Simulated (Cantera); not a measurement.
Input: 1 mol Ti, 1.2 mol H₂O, 490 mol H₂, equilibrated at 1023.15 K and 0.133 bar.

Cantera equilibrium calculation (NASA polynomials, part measured and part estimated; ideal gas, pure solids and liquids). Candidate condensed phases: H₂O, Ti, TiO, TiO₂, Ti₂O₃, Ti₃O₅, Ti₄O₇; 12 gas species. Mutual solubility and eutectic melting of coexisting phases are not modelled. TiO: taken at fixed stoichiometry. Kinetics and transport are ignored.

Base state: H₂ 1.00 (mole fractions); condensed: TiO(s) + Ti₂O₃(s).

### Question
What changes in the equilibrium state with this change: temperature from 1023.15 K to 1925 K?

### Answer
```tsv
species	before	after
H₂	1.00	0.997
H	1.14e-8	0.00261
H₂O	1.09e-8	0.000197
TiO(s), mol	0.600	0.793
Ti₂O₃(s), mol	0.200	0.103
```
